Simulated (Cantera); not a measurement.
What does this Cantera script print?

```python
import numpy as np
import cantera as ct

gas_names = [...]  # 91 gases of nasa_gas.yaml made of C, Cl, H
cond_names = """
    C(gr) C6H6(L) C7H8(L) C8H18(L),n-octa
""".split()


# ... load() reads the species with a 1 bar reference pressure and builds the phases ...
atoms = {
    'CCl4': {'C': 1, 'CL': 4},
    'HCl': {'H': 1, 'CL': 1},
    'H2': {'H': 2},
}
top_T = {'C(gr)': 4500}  # K; cautious upper limits of use, not melting points


# ... equilibrate(T, P, feed) seeds the gas with the atoms and calls Mixture.equilibrate('TP', solver="vcs", rtol=1e-11, max_steps=5000) ...
results = []
feed = {'CCl4': 1, 'HCl': 0.09, 'H2': 1.2}  # mol
T = 1098  # K
P = 4.3  # Pa
mix = equilibrate(T, P, feed)
results.append((T, P, feed, dict(zip(mix.species_names, mix.species_moles))))
x = sorted(zip(gas.X, gas.species_names), reverse=True)
print(f"T = {T:g} K  P = {P:g} Pa  gas = {mix.phase_moles(0):.4g} mol")
print("   x: " + "  ".join(f"{s} {v:.3e}" for v, s in x if v > 1e-05))
print("   condensed (mol): " + ("  ".join(f"{mix.phase(i).name} {mix.phase_moles(i):.4g}"
      for i in range(1, mix.n_phases) if mix.phase_moles(i) > 1e-12) or "none"))
```

Output:

```
T = 1098 K  P = 4.3 Pa  gas = 3.457 mol
   x: HCL 7.203e-01  CL2 1.832e-01  CL 9.648e-02
   condensed (mol): C(gr) 1
```

Equilibrium computed with Cantera from the NASA thermochemical tables; the gas is ideal and each condensed phase is pure.
